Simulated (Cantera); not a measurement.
**Equilibrium for silicon nitride deposition: SiH₄ + NH₃**

Input: 1 mol SiH₄, 0.21 mol NH₃, at 3.30 mbar.

Method: chemical equilibrium by Gibbs-energy minimisation in Cantera with the NASA 1993 tables (ideal gas, pure condensed phases). Candidate condensed phases: Si, Si₃N₄; 18 gas species. Mutual solubility and eutectic melting of coexisting phases are not modelled. The tables' values for SiN are old estimates; treat these amounts as uncertain. Gases not in the tables: Si₂H₆ and higher silanes. Equilibrium is a limit: real reactors are often held back by kinetics, nucleation or transport.

From 1448 K to 1523 K the condensed part is Si(s) + Si₃N₄(s). From 1598 K to 1673 K the condensed part is Si(s). From 1748 K to 1973 K the condensed part is Si(l). The main Si-bearing gas is Si throughout.

| T (K) | log p H₂ | log p N₂ | log p H | log p Si | n Si(s) | n Si₃N₄(s) | n Si(l) |
|---|---|---|---|---|---|---|---|
| 1448 | -2.48 | -4.79 | -6.28 | -8.53 | 0.860 | 0.0467 | 0 |
| 1523 | -2.49 | -4.13 | -5.88 | -7.74 | 0.922 | 0.0259 | 0 |
| 1598 | -2.50 | -3.84 | -5.52 | -7.03 | 1.000 | 0 | 0 |
| 1673 | -2.50 | -3.84 | -5.19 | -6.38 | 1.000 | 0 | 0 |
| 1748 | -2.50 | -3.85 | -4.89 | -5.84 | 0 | 0 | 0.999 |
| 1823 | -2.50 | -3.85 | -4.62 | -5.35 | 0 | 0 | 0.996 |
| 1898 | -2.51 | -3.85 | -4.36 | -4.91 | 0 | 0 | 0.990 |
| 1973 | -2.52 | -3.85 | -4.13 | -4.50 | 0 | 0 | 0.974 |
log p: log10 of the partial pressure in bar; n: condensed amount in mol.
